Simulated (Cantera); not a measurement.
An adiabatic, constant-pressure homogeneous reactor starts with H2 : O2 : N2 = 1 : 0.562 : 2.11 (molar parts), equivalence ratio 0.89, at 1423 K and 0.987 atm. Integrator tolerance rtol = 1e-08.

Cantera simulation using the H2/O2 subset of GRI-Mech 3.0, which has no nitrogen chemistry; the numbers are that mechanism's predictions, not measurements.

Question: What does this change do: initial temperature 1423 to 950 K?

Answer: 
```csv
quantity,before,after
time of steepest temperature rise,17.1 µs,8.17 ms
temperature at 0.300 s,2802 K,2625 K
equilibrium temperature,2802 K,2625 K
x(H2) at 0.300 s,0.0332 (gas-phase equilibrium 0.0332),0.0193 (gas-phase equilibrium 0.0193)
x(O2) at 0.300 s,0.0268 (gas-phase equilibrium 0.0268),0.0232 (gas-phase equilibrium 0.0232)
x(H2O2) at 0.300 s,5.07e-7 (gas-phase equilibrium 5.07e-7),3.83e-7 (gas-phase equilibrium 3.83e-7)
x(HO2) at 0.300 s,9.64e-6 (gas-phase equilibrium 9.64e-6),6.20e-6 (gas-phase equilibrium 6.20e-6)
x(OH) at 0.300 s,0.0315 (gas-phase equilibrium 0.0315),0.0201 (gas-phase equilibrium 0.0201)
x(H) at 0.300 s,0.0151 (gas-phase equilibrium 0.0151),0.00593 (gas-phase equilibrium 0.00593)
```
